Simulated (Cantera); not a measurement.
**Ignition delay**

Mixture: 2.80 % CH₄, 0.0868 % C₂H₆, 2.32 % C₃H₈, 11.7 % O₂, 79.5 % N₂, 3.64 % H₂O, equivalence ratio 1.5, at 9.70 bar, adiabatic and at constant volume. Ignition delay is the time to a rise of 400 K.

Computed with Cantera and GRI-Mech 3.0 (53 species, 325 reactions). GRI-Mech 3.0 was tuned for natural gas; its chemistry of propane as a main component is partial and can be far from experiment.

| T0 (K) | delay (ms) |
|---|---|
| 1300 | 0.515 |
| 1350 | 0.244 |
| 1400 | 0.123 |
| 1450 | 0.0664 |
| 1500 | 0.0381 |
| 1550 | 0.0231 |
| 1600 | 0.0148 |
| 1650 | 0.00997 |
| 1700 | 0.00700 |
| 1750 | 0.00511 |

```yaml
apparent activation energy between 1650 and 1750 K: 160 kJ/mol
```
